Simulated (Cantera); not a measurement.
Thermodynamics of fluorocarbon and chlorocarbon gases, feed CH₂F₂ + H₂

Feed: 1 mol CH₂F₂, 2.3 mol H₂, equilibrated at 0.100 bar.

These are equilibrium values from Cantera (NASA tables, ideal gas, pure condensed phases), not measurements of a reactor. Candidate condensed phases: C, C₆H₆, C₇H₈, C₈H₁₈; 95 gas species. Kinetics and transport are ignored.

| T (K) | x H₂ | x HF | x H | x C₂H₂ (acetylene) | x C₂H | x C₃ | n C(graphite) |
|---|---|---|---|---|---|---|---|
| 1148 | 0.534 | 0.465 | 1.66e-7 | 1.98e-8 | <1e-12 | <1e-12 | 0.997 |
| 1348 | 0.535 | 0.465 | 5.35e-6 | 6.43e-7 | <1e-12 | <1e-12 | 0.999 |
| 1548 | 0.535 | 0.465 | 7.12e-5 | 8.39e-6 | 2.81e-12 | <1e-12 | 1.000 |
| 1748 | 0.534 | 0.465 | 0.000528 | 6.03e-5 | 4.16e-10 | <1e-12 | 0.999 |
| 1948 | 0.533 | 0.465 | 0.00261 | 0.000287 | 2.19e-8 | 7.43e-11 | 0.997 |
| 2148 | 0.527 | 0.463 | 0.00956 | 0.00101 | 5.47e-7 | 8.21e-9 | 0.991 |
| 2348 | 0.511 | 0.459 | 0.0279 | 0.00279 | 7.76e-6 | 3.99e-7 | 0.975 |
| 2548 | 0.477 | 0.449 | 0.0675 | 0.00629 | 7.07e-5 | 1.03e-5 | 0.942 |
| 2748 | 0.416 | 0.432 | 0.139 | 0.0116 | 0.000447 | 0.000164 | 0.883 |
| 2948 | 0.328 | 0.405 | 0.243 | 0.0175 | 0.00207 | 0.00177 | 0.768 |
x: gas mole fraction; n: condensed amount in mol.

From 1148 K to 2948 K the condensed part is C(graphite). The main C-bearing gas is CH₄ at 1148 K and C₂H₂ (acetylene) at 2948 K. The share of C in condensed phases is highest at 1548 K (100.0 %) and lowest at 2948 K (76.8 %).
